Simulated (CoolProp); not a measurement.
A simple Rankine cycle with water: condensing at 300.15 K, boiler at 7.05 MPa, turbine inlet 561.5 K, turbine efficiency 0.75, pump efficiency 0.7, no recuperator. Each further row changes one setting.

The numbers come from the reference Helmholtz-energy equation of state, Wagner 2002 in CoolProp.

```csv
case,thermal efficiency (%),net work (kJ/kg),heat in (kJ/kg),turbine exit temperature (K),volume ratio over the turbine
as stated,?,769,2660,300.2,1090
turbine inlet 581.5 K,29.1,800,?,300.2,1020
condensing temperature 292.15 K,29.8,802,?,292.1,1720
boiler pressure 4.93 MPa,?,?,2770,300.2,714
turbine efficiency 0.65,?,665,2660,300.2,1150
```

Problem. Complete the blanks.

Solution. 
- as stated, thermal efficiency (%): 28.9
- turbine inlet 581.5 K, heat in (kJ/kg): 2750
- condensing temperature 292.15 K, heat in (kJ/kg): 2690
- boiler pressure 4.93 MPa, thermal efficiency (%): 28.1
- boiler pressure 4.93 MPa, net work (kJ/kg): 779
- turbine efficiency 0.65, thermal efficiency (%): 25.0

The expansion ends wet for: as stated; turbine inlet 581.5 K; condensing temperature 292.15 K; boiler pressure 4.93 MPa; turbine efficiency 0.65.
